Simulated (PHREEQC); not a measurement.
Leach liquor: an equilibrium model

Dissolve 0.22 mol H2SO4, 0.0023 mol FeSO4 and 0.00018 mol Fe2(SO4)3 per kg of water at 25 °C. Closed to the air; pH follows from the charge balance.

The numbers come from PHREEQC with the ion-association model, wateq4f.dat.

- pH: 0.71
- ionic strength: 0.279 mol/kgw
- activity of water: 0.992
- total alkalinity: -441 meq/kg

```tsv
species	molality	activity	log γ
H+	0.246	0.193	-0.105
HSO4-	0.193	0.136	-0.151
SO4-2	0.0282	0.00727	-0.588
Fe+2	0.00114	0.000338	-0.528
FeHSO4+	0.000753	0.000553	-0.134
FeSO4	0.000409	0.000436	0.028
FeHSO4+2	0.000182	5.33e-5	-0.534
FeSO4+	0.000144	0.000103	-0.144
Fe(SO4)2-	2.23e-5	1.64e-5	-0.134
```

Precipitation was switched off in this run.
